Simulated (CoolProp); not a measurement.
Saturated liquid density (kg/m³) of sulfur dioxide: the reference equation beside estimates from Tc = 157.5 °C, pc = 7.887 MPa, ω = 0.256. Rackett uses Z = 0.29056 − 0.08775 ω.

Computed with CoolProp (reference Helmholtz-energy equation of state, Gao 2016).

```csv
T (°C),reference,Rackett,van der Waals,Redlich-Kwong,Soave-Redlich-Kwong,Peng-Robinson
47.45,1301,1284,772.8,1109,1159,1314
60.05,1261,1245,749.6,1068,1119,1269
72.75,1218,1204,724.4,1023,1073,1218
85.35,1173,1160,697.4,973.8,1024,1162
98.05,1122,1112,667.5,920.0,968.5,1099
110.65,1065,1058,634.4,860.6,906.1,1027
123.35,997.3,996.3,596.1,792.3,833.0,941.8
135.95,914.1,920.9,550.1,711.5,744.9,838.3
```

Absolute difference from the reference over all 8 rows, mean and median: Rackett 0.9 and 1.0 %, van der Waals 40.4 and 40.5 %, Redlich-Kwong 17.9 and 17.5 %, Soave-Redlich-Kwong 13.8 and 13.2 %, Peng-Robinson 2.8 and 1.5 %.
